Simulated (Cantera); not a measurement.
An isothermal, constant-pressure homogeneous reactor starts with H2 : O2 = 0.025 : 1 (molar parts), equivalence ratio 0.013, at 1375 K and 0.0132 atm.

Detailed kinetics in Cantera: the H2/O2 subset of GRI-Mech 3.0, which has no nitrogen chemistry. Radical loss at walls, strong at low pressure, is not modelled.

One state of this run: x H2 = 0.000203; x O2 = 0.955; x HO2 = 1.02e-6; x OH = 0.00280; x H2O2 = 2.74e-8; x H2O = 0.0221. x: mole fraction; the columns are a selection and need not sum to one.

### Question
Which value of t (s) does it belong to?
A) 0.000251
B) 0.159
C) 1.37
D) 0.0185

### Answer
D, 0.0185
